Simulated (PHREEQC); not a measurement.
A column of 0.2 m (30 cells, dispersivity 0.016 m, 3600 s a shift, diffusion coefficient 3e-10 m²/s) holds 0.18 eq of the database's cation exchanger X per kg of pore water, first in equilibrium with 0.38 mmol/kgw CdCl2, 1 mmol/kgw MnCl2 and 0.01 mmol/kgw HCl. It is flushed with 0.043 mol CaCl2 and 1e-05 mol HCl per kg of water, at 40 °C. Values are for the last cell. The system is closed to CO2. No solid was allowed to form.

The numbers come from PHREEQC with the ion-association model, phreeqc.dat.

| pore volumes | Ca in solution (mol/kgw) | Cd in solution (mol/kgw) | Mn in solution (mol/kgw) | Cl in solution (mol/kgw) |
|---|---|---|---|---|
| 0 | 0 | 0.000380 | 0.00100 | 0.00277 |
| 0.4833 | 0 | [?] | 0.00218 | 0.00628 |
| 0.95 | [?] | 0.0107 | [?] | 0.0464 |
| 1.417 | 7.71e-7 | 0.0188 | 0.0185 | 0.0746 |
| 1.883 | 0.000124 | 0.0190 | 0.0226 | 0.0833 |
| 2.117 | [?] | 0.0169 | 0.0248 | 0.0847 |
| 2.583 | 0.00741 | [?] | 0.0252 | 0.0857 |
| 3.05 | 0.0236 | 0.00397 | 0.0154 | 0.0860 |
| 3.517 | 0.0347 | 0.00127 | 0.00699 | 0.0860 |
| 3.983 | 0.0396 | 0.000406 | 0.00299 | 0.0860 |
| 4.45 | [?] | 0.000132 | 0.00128 | 0.0860 |
| 4.917 | 0.0424 | 4.34e-5 | 0.000557 | 0.0860 |
| 5.15 | 0.0426 | 2.51e-5 | [?] | 0.0860 |
| 5.617 | 0.0428 | [?] | 0.000162 | 0.0860 |
| 6.083 | 0.0429 | 2.85e-6 | 7.18e-5 | 0.0860 |
| 6.55 | 0.0430 | 9.66e-7 | 3.20e-5 | 0.0860 |
| 7.017 | 0.0430 | 3.28e-7 | 1.43e-5 | 0.0860 |

Task: What belongs in the gaps?

Result: 
- 0.4833, Cd in solution (mol/kgw): 0.000958
- 0.95, Ca in solution (mol/kgw): 8.88e-12
- 0.95, Mn in solution (mol/kgw): 0.0125
- 2.117, Ca in solution (mol/kgw): 0.000672
- 2.583, Cd in solution (mol/kgw): 0.0102
- 4.45, Ca in solution (mol/kgw): 0.0416
- 5.15, Mn in solution (mol/kgw): 0.000368
- 5.617, Cd in solution (mol/kgw): 8.42e-6

Species that the database lacks are ignored. Away from 25 °C the constants follow the database's enthalpies or fits; those with neither stay at their 25 °C values.
